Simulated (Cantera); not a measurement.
A closed system holds: 1 mol B2O3, 5.1 mol NH3, at 1200 °C and 75.0 Pa.

Equilibrium computed with Cantera from the NASA thermochemical tables; the gas is ideal and each condensed phase is pure. Candidate condensed phases: B, BN, B2O3, B3O3H3, H2O; 39 gas species. The numbers say what is thermodynamically allowed, not how fast it happens.

Base state: H2 0.714, N2 0.242, B2O3 0.0165, HBO2 0.0138, HBO 0.0115, B2O2 0.00148, H2O 0.000395, H 0.000390 (mole fractions); condensed: B2O3(l).

### Question
What changes in the equilibrium state with this change: pressure from 75.0 Pa to 5.00 mbar?

### Answer
```tsv
species	before	after
H2	0.714	0.739
N2	0.242	0.248
HBO2	0.0138	0.00672
B2O3	0.0165	0.00247
HBO	0.0115	0.00366
B2O2	0.00148	0.000145
BO	0.000170	2.06e-5
B2O3(l), mol	0.677	0.913
BN(s), mol	0	0.0137
```
Mutual solubility and eutectic melting of coexisting phases are not modelled.
